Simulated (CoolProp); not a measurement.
The fluid at 324.62 K and 0.147 MPa (gas) is heated at constant pressure to 386.5 K. The same conditions are run with several fluids, on thermodynamics alone (safety and materials aside).

The numbers come from the reference Helmholtz-energy equation of state of each fluid (trans-2-butene: Lemmon 2005; CH2F2 (R32): Tillner-Roth 1997; sulfur hexafluoride: Guder 2009; methane: Setzmann 1991; C3F8 (R218): Lemmon 2006) in CoolProp.

Q: Rank trans-2-butene, CH2F2 (R32), sulfur hexafluoride, methane, C3F8 (R218) by heat (kJ/kg), highest first.

A: methane (148), trans-2-butene (112), CH2F2 (R32) (57.5), C3F8 (R218) (54.3), sulfur hexafluoride (46.4)

```csv
fluid,final density (kg/m³)
trans-2-butene,2.61
CH2F2 (R32),2.40
sulfur hexafluoride,6.73
methane,0.734
C3F8 (R218),8.71
```
